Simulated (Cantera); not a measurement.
## Stirred combustor or abatement burner

A perfectly stirred reactor is fed with 14.4 % CH4, 18.0 % O2, 67.6 % N2, at 500000 Pa; it is adiabatic with a 450 K inlet, and is followed from long to short residence time, starting on the burning branch (τ in s: 0.32, 0.11, 0.036, 0.012, 0.0041, 0.0014, 0.00046, 0.00016, 5.2e-05).

Model: GRI-Mech 3.0 (53 species, 325 reactions), integrated in Cantera.

```json
[
 {"τ (s)": "0.32", "T (K)": "1946", "x CH4": "0.00134", "x O2": "4.41e-5", "x CO2": "0.0356", "x CO": "0.0926", "x CH2O": "1.08e-6", "x HO2": "1.39e-8", "x CH2CO": "1.04e-6"},
 {"τ (s)": "0.11", "T (K)": "1953", "x CH4": "0.00248", "x O2": "0.000119", "x CO2": "0.0364", "x CO": "0.0898", "x CH2O": "2.40e-6", "x HO2": "3.78e-8", "x CH2CO": "3.23e-6"},
 {"τ (s)": "0.036", "T (K)": "1961", "x CH4": "0.00407", "x O2": "0.000326", "x CO2": "0.0375", "x CO": "0.0851", "x CH2O": "5.38e-6", "x HO2": "1.05e-7", "x CH2CO": "9.10e-6"},
 {"τ (s)": "0.012", "T (K)": "1967", "x CH4": "0.00596", "x O2": "0.000849", "x CO2": "0.0385", "x CO": "0.0798", "x CH2O": "1.18e-5", "x HO2": "2.87e-7", "x CH2CO": "2.24e-5"},
 {"τ (s)": "0.0041", "T (K)": "1964", "x CH4": "0.00811", "x O2": "0.00211", "x CO2": "0.0388", "x CO": "0.0753", "x CH2O": "2.53e-5", "x HO2": "7.84e-7", "x CH2CO": "5.07e-5"},
 {"τ (s)": "0.0014", "T (K)": "1942", "x CH4": "0.0109", "x O2": "0.00526", "x CO2": "0.0372", "x CO": "0.0726", "x CH2O": "5.64e-5", "x HO2": "2.37e-6", "x CH2CO": "0.000114"},
 {"τ (s)": "0.00046", "T (K)": "1817", "x CH4": "0.0192", "x O2": "0.0191", "x CO2": "0.0287", "x CO": "0.0720", "x CH2O": "0.000200", "x HO2": "1.33e-5", "x CH2CO": "0.000372"},
 {"τ (s)": "0.00016", "T (K)": "450", "x CH4": "0.144", "x O2": "0.180", "x CO2": "<1e-12", "x CO": "<1e-12", "x CH2O": "<1e-12", "x HO2": "<1e-12", "x CH2CO": "<1e-12"},
 {"τ (s)": "5.2e-5", "T (K)": "450", "x CH4": "0.144", "x O2": "0.180", "x CO2": "<1e-12", "x CO": "<1e-12", "x CH2O": "<1e-12", "x HO2": "<1e-12", "x CH2CO": "<1e-12"}
]
```
x: mole fraction; the columns are a selection and need not sum to one.
